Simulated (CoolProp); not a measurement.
Properties of octamethyltrisiloxane (MDM) along the isotherm 506.2 K.

Model: reference Helmholtz-energy equation of state, Thol 2017, in CoolProp.

```
p (MPa)   phase  density (kg/m³)  cp (kJ/(kg K))  cv (kJ/(kg K))  Joule-Thomson coefficient (K/MPa)
-------  ------  ---------------  --------------  --------------  ---------------------------------
0.0455      gas            2.599           1.951           1.913                              12.60
0.0808      gas            4.678           1.956           1.915                              12.93
0.144       gas            8.550           1.966           1.919                              13.57
0.256       gas            15.98           1.988           1.927                              14.97
0.455       gas            31.80           2.052           1.944                              18.92
0.808    liquid            557.1           2.386           1.986                             0.6177
1.44     liquid            566.6           2.353           1.984                             0.4476
2.56     liquid            580.0           2.317           1.982                             0.2585
4.55     liquid            598.2           2.280           1.979                            0.07269
8.08     liquid            621.5           2.247           1.977                           -0.08973
14.4     liquid            650.4           2.220           1.977                            -0.2186
```
